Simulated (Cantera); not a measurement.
Cantera run:

```python
import numpy as np
import cantera as ct

gas_names = [...]  # 95 gases of nasa_gas.yaml made of C, F, H
cond_names = """
    C(gr) C6H6(L) C7H8(L) C8H18(L),n-octa
""".split()


# ... load() reads the species with a 1 bar reference pressure and builds the phases ...
atoms = {
    'CH2F2': {'C': 1, 'H': 2, 'F': 2},
    'CH4': {'C': 1, 'H': 4},
    'H2': {'H': 2},
    'F2': {'F': 2},
}
top_T = {'C(gr)': 4500}  # K; cautious upper limits of use, not melting points


# ... equilibrate(T, P, feed) seeds the gas with the atoms and calls Mixture.equilibrate('TP', solver="vcs", rtol=1e-11, max_steps=5000) ...
results = []
feed = {'CH2F2': 1, 'CH4': 1.8, 'H2': 0.077, 'F2': 1.3}  # mol
P = 4500  # Pa
for T in [1875, 1950, 2025, 2100, 2175, 2250, 2325, 2400, 2475]:
    mix = equilibrate(T, P, feed)
    results.append((T, P, feed, dict(zip(mix.species_names, mix.species_moles))))
    x = sorted(zip(gas.X, gas.species_names), reverse=True)
    print(f"T = {T:g} K  P = {P:g} Pa  gas = {mix.phase_moles(0):.4g} mol")
    print("   x: " + "  ".join(f"{s} {v:.3e}" for v, s in x if v > 0.0001))
    print("   condensed (mol): " + ("  ".join(f"{mix.phase(i).name} {mix.phase_moles(i):.4g}"
          for i in range(1, mix.n_phases) if mix.phase_moles(i) > 1e-12) or "none"))
```

Output:

```
T = 1875 K  P = 4500 Pa  gas = 6.983 mol
   x: HF 6.587e-01  H2 3.394e-01  H 1.800e-03  C2H2,acetylene 1.075e-04
   condensed (mol): C(gr) 2.798
T = 1950 K  P = 4500 Pa  gas = 6.988 mol
   x: HF 6.583e-01  H2 3.384e-01  H 3.143e-03  C2H2,acetylene 1.849e-04
   condensed (mol): C(gr) 2.797
T = 2025 K  P = 4500 Pa  gas = 6.995 mol
   x: HF 6.576e-01  H2 3.369e-01  H 5.266e-03  C2H2,acetylene 3.048e-04
   condensed (mol): C(gr) 2.796
T = 2100 K  P = 4500 Pa  gas = 7.007 mol
   x: HF 6.565e-01  H2 3.345e-01  H 8.495e-03  C2H2,acetylene 4.832e-04
   condensed (mol): C(gr) 2.793
T = 2175 K  P = 4500 Pa  gas = 7.024 mol
   x: HF 6.549e-01  H2 3.311e-01  H 1.324e-02  C2H2,acetylene 7.388e-04
   condensed (mol): C(gr) 2.79
T = 2250 K  P = 4500 Pa  gas = 7.048 mol
   x: HF 6.527e-01  H2 3.262e-01  H 2.000e-02  C2H2,acetylene 1.092e-03
   condensed (mol): C(gr) 2.784
T = 2325 K  P = 4500 Pa  gas = 7.081 mol
   x: HF 6.495e-01  H2 3.195e-01  H 2.931e-02  C2H2,acetylene 1.562e-03
   condensed (mol): C(gr) 2.778
T = 2400 K  P = 4500 Pa  gas = 7.126 mol
   x: HF 6.453e-01  H2 3.105e-01  H 4.179e-02  C2H2,acetylene 2.165e-03  F 1.384e-04
   condensed (mol): C(gr) 2.769
T = 2475 K  P = 4500 Pa  gas = 7.186 mol
   x: HF 6.398e-01  H2 2.989e-01  H 5.799e-02  C2H2,acetylene 2.907e-03  F 2.429e-04
   condensed (mol): C(gr) 2.757
```

Equilibrium computed with Cantera from the NASA thermochemical tables; the gas is ideal and each condensed phase is pure.
